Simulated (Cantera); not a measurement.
What does this Cantera script print?

```python
import numpy as np
import cantera as ct

gas_names = [...]  # 76 gases of nasa_gas.yaml made of C, H
cond_names = """
    C(gr) C6H6(L) C7H8(L) C8H18(L),n-octa
""".split()


# ... load() reads the species with a 1 bar reference pressure and builds the phases ...
atoms = {
    'C2H6': {'C': 2, 'H': 6},
    'H2': {'H': 2},
}
top_T = {'C(gr)': 4500}  # K; cautious upper limits of use, not melting points


# ... equilibrate(T, P, feed) seeds the gas with the atoms and calls Mixture.equilibrate('TP', solver="vcs", rtol=1e-11, max_steps=5000) ...
results = []
feed = {'C2H6': 1, 'H2': 6.2}  # mol
T = 1425  # K
P = 21000  # Pa
mix = equilibrate(T, P, feed)
results.append((T, P, feed, dict(zip(mix.species_names, mix.species_moles))))
x = sorted(zip(gas.X, gas.species_names), reverse=True)
print(f"T = {T:g} K  P = {P:g} Pa  gas = {mix.phase_moles(0):.4g} mol")
print("   x: " + "  ".join(f"{s} {v:.3e}" for v, s in x if v > 0.001))
print("   condensed (mol): " + ("  ".join(f"{mix.phase(i).name} {mix.phase_moles(i):.4g}"
      for i in range(1, mix.n_phases) if mix.phase_moles(i) > 1e-12) or "none"))
```

Output:

```
T = 1425 K  P = 21000 Pa  gas = 9.193 mol
   x: H2 9.992e-01
   condensed (mol): C(gr) 1.993
```

Method: chemical equilibrium by Gibbs-energy minimisation in Cantera with the NASA 1993 tables (ideal gas, pure condensed phases).
